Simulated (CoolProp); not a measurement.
A simple Rankine cycle with n-perfluorohexane: condensing at 324.15 K, boiler at 1.06 MPa, turbine inlet 437.2 K, turbine efficiency 0.6, pump efficiency 0.8, no recuperator. Each further row changes one setting.

The numbers come from the reference Helmholtz-energy equation of state, Gao 2022 in CoolProp.

```
case                             thermal efficiency (%)  net work (kJ/kg)  heat in (kJ/kg)  turbine exit temperature (K)  volume ratio over the turbine
-------------------------------  ----------------------  ----------------  ---------------  ----------------------------  -----------------------------
as stated                                           7.4              13.3              180                         411.3                           17.0
condensing temperature 316.15 K                     8.0              15.0              [?]                         409.3                           22.8
boiler pressure 0.742 MPa                           6.6              12.1              [?]                           [?]                            [?]
turbine efficiency 0.5                              6.1              11.0              180                           [?]                           17.1
```

Problem. Complete the blanks.

Solution. 
- condensing temperature 316.15 K, heat in (kJ/kg): 188
- boiler pressure 0.742 MPa, heat in (kJ/kg): 185
- boiler pressure 0.742 MPa, turbine exit temperature (K): 417.5
- boiler pressure 0.742 MPa, volume ratio over the turbine: 10.4
- turbine efficiency 0.5, turbine exit temperature (K): 413.7
